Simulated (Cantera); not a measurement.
Cantera with NASA thermochemical tables; ideal gases at 1 bar, condensed phases pure. Values are per mole of reaction as written; species without (g) are pure solids or liquids, kept so even where they would boil at 1 bar.

Cr2N + 3 N2O(g) = 7 N(g) + Cr2O3

```tsv
T (K)	ΔH° (kJ)	ΔS° (J/K)	ΔG° (kJ)	log10 K
300	2054.5	428.5	1926.0	-335.34
423	2062.9	452.0	1871.7	-231.12
498	?	?	?	?
573	2070.0	466.6	1802.7	-164.33
648	2072.9	471.4	1767.5	-142.47
723	?	?	?	?
798	2077.8	478.2	1696.2	-111.03
873	?	?	?	?
948	?	?	?	?
1023	2082.6	483.6	1587.9	-81.08
1098	2083.6	484.5	1551.6	-73.81
1173	2084.4	485.2	1515.2	-67.47
```

**Question.** Complete the blanks.

**Answer.** 
- 498, ΔH° (kJ): 2066.7
- 498, ΔS° (J/K): 460.4
- 498, ΔG° (kJ): 1837.4
- 498, log10 K: -192.72
- 723, ΔH° (kJ): 2075.6
- 723, ΔS° (J/K): 475.2
- 723, ΔG° (kJ): 1732.0
- 723, log10 K: -125.13
- 873, ΔH° (kJ): 2079.8
- 873, ΔS° (J/K): 480.5
- 873, ΔG° (kJ): 1660.2
- 873, log10 K: -99.34
- 948, ΔH° (kJ): 2081.3
- 948, ΔS° (J/K): 482.3
- 948, ΔG° (kJ): 1624.2
- 948, log10 K: -89.49
